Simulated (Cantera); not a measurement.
## Reactions in the system Cl-Cs-F-H

Cantera with NASA thermochemical tables; ideal gases at 1 bar, condensed phases pure. Values are per mole of reaction as written; species without (g) are pure solids or liquids, kept so even where they would boil at 1 bar.

2 HF(g) + 2 CsCl ⇌ F2(g) + 2 Cs(g) + 2 HCl(g)

```json
[
 {"T (K)": "300", "ΔH° (kJ)": "1399.1", "ΔS° (J/K)": "377.7", "ΔG° (kJ)": "1285.8", "log10 K": "-223.88", "condensed phases": "CsCl(s)"},
 {"T (K)": "700", "ΔH° (kJ)": "1384.0", "ΔS° (J/K)": "346.3", "ΔG° (kJ)": "1141.6", "log10 K": "-85.18", "condensed phases": "CsCl(s)"},
 {"T (K)": "800", "ΔH° (kJ)": "1371.8", "ΔS° (J/K)": "330.0", "ΔG° (kJ)": "1107.8", "log10 K": "-72.33", "condensed phases": "CsCl(s)"},
 {"T (K)": "900", "ΔH° (kJ)": "1367.1", "ΔS° (J/K)": "324.4", "ΔG° (kJ)": "1075.1", "log10 K": "-62.40", "condensed phases": "CsCl(s)"},
 {"T (K)": "1000", "ΔH° (kJ)": "1328.4", "ΔS° (J/K)": "282.5", "ΔG° (kJ)": "1045.8", "log10 K": "-54.63", "condensed phases": "CsCl(l)"},
 {"T (K)": "1100", "ΔH° (kJ)": "1321.1", "ΔS° (J/K)": "275.6", "ΔG° (kJ)": "1017.9", "log10 K": "-48.34", "condensed phases": "CsCl(l)"},
 {"T (K)": "1200", "ΔH° (kJ)": "1313.8", "ΔS° (J/K)": "269.2", "ΔG° (kJ)": "990.7", "log10 K": "-43.12", "condensed phases": "CsCl(l)"},
 {"T (K)": "1300", "ΔH° (kJ)": "1306.5", "ΔS° (J/K)": "263.4", "ΔG° (kJ)": "964.1", "log10 K": "-38.74", "condensed phases": "CsCl(l)"},
 {"T (K)": "1400", "ΔH° (kJ)": "1299.3", "ΔS° (J/K)": "258.0", "ΔG° (kJ)": "938.0", "log10 K": "-35.00", "condensed phases": "CsCl(l)"},
 {"T (K)": "1500", "ΔH° (kJ)": "1292.0", "ΔS° (J/K)": "253.1", "ΔG° (kJ)": "912.5", "log10 K": "-31.77", "condensed phases": "CsCl(l)"},
 {"T (K)": "1600", "ΔH° (kJ)": "1284.8", "ΔS° (J/K)": "248.4", "ΔG° (kJ)": "887.4", "log10 K": "-28.97", "condensed phases": "CsCl(l)"},
 {"T (K)": "1700", "ΔH° (kJ)": "1277.7", "ΔS° (J/K)": "244.1", "ΔG° (kJ)": "862.8", "log10 K": "-26.51", "condensed phases": "CsCl(l)"}
]
```
